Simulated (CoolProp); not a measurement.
Aqueous lithium chloride as a coolant, at 33 °C, 1 atm.

Computed with CoolProp (Melinder's fits for secondary coolants).

```csv
mass %,freezing point (°C),Prandtl number,viscosity (mPa s),conductivity (W/(m K)),density (kg/m³)
2,-1.6,…,0.808,0.614,1006
4,-3.8,5.65,…,…,1018
6,-6.3,5.95,…,0.603,1029
8,-9.1,6.28,0.993,0.598,1041
10,-12.2,6.65,1.07,0.593,1052
12,-16.1,7.08,1.15,0.588,1064
14,-21.0,7.57,1.25,0.583,1075
16,-27.2,…,1.36,0.579,1087
18,…,8.77,1.48,0.574,1099
20,-43.9,9.50,1.62,0.570,1111
22,-53.6,10.3,1.78,0.565,1124
```

Some entries are withheld; supply them.


- 2, Prandtl number: 5.35
- 4, viscosity (mPa s): 0.866
- 4, conductivity (W/(m K)): 0.609
- 6, viscosity (mPa s): 0.927
- 16, Prandtl number: 8.13
- 18, freezing point (°C): -34.9
